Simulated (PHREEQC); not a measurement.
Make-up at 25 °C: 0.2 mol/kgw Na2SO4, 0.24 mol/kgw KBr and 0.011 mol/kgw Mg(NO3)2. Closed to the air; pH follows from the charge balance.

Computed with PHREEQC (ion-association model, wateq4f.dat).

No solid was allowed to form.

Problem. Estimate the ionic strength.

Solution. ionic strength 0.706 mol/kgw.

Problem. In which forms is Mg present?

Solution. MgSO4 56 %, Mg+2 44 % of the Mg.

Ionic strength above about 0.7 mol/kgw puts this run outside the model's range. Complexes and solids missing from the database can't appear.
